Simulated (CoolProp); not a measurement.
Dimethyl carbonate along the isobar 7.1 MPa: density (kg/m³) from the reference equation and from simpler models built on Tc = 557.0 K, pc = 4.909 MPa, ω = 0.346; each cubic takes its own stable root.

The numbers come from the reference Helmholtz-energy equation of state, Zhou 2011 in CoolProp.

| T (K) | phase | reference |
|---|---|---|
| 284.9 | liquid | 1087 |
| 297.1 | liquid | 1071 |
| 309.4 | liquid | 1055 |
| 321.6 | liquid | 1039 |
| 333.9 | liquid | 1023 |
| 346.1 | liquid | 1007 |
| 358.4 | liquid | 990.8 |
| 370.6 | liquid | 974.2 |
| 382.9 | liquid | 957.2 |
| 395.1 | liquid | 940.0 |
| 407.4 | liquid | 922.2 |

Problem. How far does each simpler model (van der Waals, Redlich-Kwong, Soave-Redlich-Kwong) lie from the reference over these 11 states: mean and median of the absolute difference, and the worst?

Solution. 
- van der Waals: mean 40.5 %, median 40.5 %, worst -41.6 % at 284.9 K and 7.1 MPa
- Redlich-Kwong: mean 14.1 %, median 14.0 %, worst -14.3 % at 407.4 K and 7.1 MPa
- Soave-Redlich-Kwong: mean 10.7 %, median 10.5 %, worst -11.8 % at 284.9 K and 7.1 MPa
